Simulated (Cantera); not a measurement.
**Adiabatic ignition**

An adiabatic, constant-volume homogeneous reactor starts with CH₄ : O₂ : N₂ = 1 : 3.51 : 13.2 (molar parts), at 1148 K and 0.560 bar.

Detailed kinetics in Cantera: GRI-Mech 3.0 (53 species, 325 reactions).

```tsv
t (s)	T (K)	P (bar)	x CH₄	x O₂	x C₂H₂	x CH₃	x CH₂CO	x C₂H	x CO
3.00e-6	1148	0.560	0.0565	0.198	<1e-12	3.11e-10	<1e-12	<1e-12	<1e-12
1.03e-5	1148	0.560	0.0565	0.198	<1e-12	1.07e-9	<1e-12	<1e-12	<1e-12
3.54e-5	1148	0.560	0.0565	0.198	<1e-12	3.71e-9	<1e-12	<1e-12	<1e-12
0.000122	1148	0.560	0.0565	0.198	<1e-12	1.29e-8	<1e-12	<1e-12	<1e-12
0.000418	1148	0.560	0.0565	0.198	<1e-12	4.68e-8	<1e-12	<1e-12	1.68e-12
0.00144	1148	0.560	0.0565	0.198	<1e-12	1.96e-7	<1e-12	<1e-12	7.97e-11
0.00493	1148	0.560	0.0565	0.198	<1e-12	1.27e-6	<1e-12	<1e-12	6.07e-9
0.0169	1148	0.560	0.0564	0.198	5.53e-12	4.92e-6	6.76e-11	<1e-12	7.63e-7
0.0582	1151	0.561	0.0561	0.198	9.46e-10	9.90e-6	1.42e-8	<1e-12	3.93e-5
0.200	2463	1.21	<1e-12	0.0778	<1e-12	<1e-12	<1e-12	<1e-12	0.00505
```
x: mole fraction; the columns are a selection and need not sum to one.

The time of steepest temperature rise is 0.117 s and the temperature at 0.200 s is 2463 K. The equilibrium temperature comes out as 2463 K and the x(CH₄) at 0.200 s comes out as <1e-12 (gas-phase equilibrium <1e-12). The x(O₂) at 0.200 s is 0.0778 (gas-phase equilibrium 0.0778) and the x(C₂H₂) at 0.200 s is <1e-12 (gas-phase equilibrium <1e-12).
